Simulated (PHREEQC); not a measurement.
Make-up at 20 °C: 8.4 mmol/kgw HF, 0.18 mmol/kgw Ca(HCO3)2 and 0.03 mmol/kgw RbCl. Closed to the air; pH follows from the charge balance.

Equilibrium calculation in PHREEQC: ion-association model, wateq4f.dat.

| Item | Value |
|---|---|
| pH | 2.72 |
| ionic strength | 0.00258 mol/kgw |
| total alkalinity | -8.04 meq/kg |

| species | molality | activity | log γ |
|---|---|---|---|
| HF | 0.00577 | 0.00577 | 0.000 |
| F- | 0.00232 | 0.00220 | -0.024 |
| H+ | 0.00202 | 0.00192 | -0.022 |
| CO2 | 0.000360 | 0.000360 | 0.000 |
| Ca+2 | 0.000177 | 0.000143 | -0.094 |
| H2F2 | 0.000104 | 0.000104 | 0.000 |
| HF2- | 4.93e-5 | 4.67e-5 | -0.024 |
| Cl- | 3.00e-5 | 2.84e-5 | -0.024 |

Precipitation was switched off in this run. The solution is supersaturated, for example in Fluorite, so a real one may precipitate; this is no full list.
